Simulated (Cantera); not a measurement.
A perfectly stirred reactor is fed with CH₄ : CO : O₂ : N₂ = 1 : 1.5 : 1.96 : 13.6 (molar parts), at 2.57 atm; it is adiabatic with a 348 K inlet, and is followed from long to short residence time, starting on the burning branch (τ in s: 0.17, 0.072, 0.03, 0.012, 0.0052, 0.0021, 0.00089, 0.00037, 0.00015, 6.3e-05, 2.6e-05, 1.1e-05).

Detailed kinetics in Cantera: GRI-Mech 3.0 (53 species, 325 reactions).

What does this change do: pressure from 2.57 atm to 9.18 atm?


| quantity | before | after |
|---|---|---|
| blow-out, bracketed by the residence times tried | burning at 12.0 ms, out at 5.20 ms | burning at 5.20 ms, out at 2.10 ms |
| x(CH₄) at τ = 0.170 s | 0.00224 | 0.00376 |
| x(CO) at τ = 0.170 s | 0.0585 | 0.0536 |
| x(O₂) at τ = 0.170 s | 0.00109 | 0.000903 |
| x(C₂H₂) at τ = 0.170 s | 0.000684 | 0.000882 |
| x(H) at τ = 0.170 s | 2.66e-5 | 7.02e-6 |
| x(CH₄) at τ = 0.890 ms | 0.0554 | 0.0554 |
| x(CO) at τ = 0.890 ms | 0.0831 | 0.0831 |
| x(O₂) at τ = 0.890 ms | 0.109 | 0.109 |
| x(C₂H₂) at τ = 0.890 ms | <1e-12 | <1e-12 |
| x(H) at τ = 0.890 ms | <1e-12 | <1e-12 |
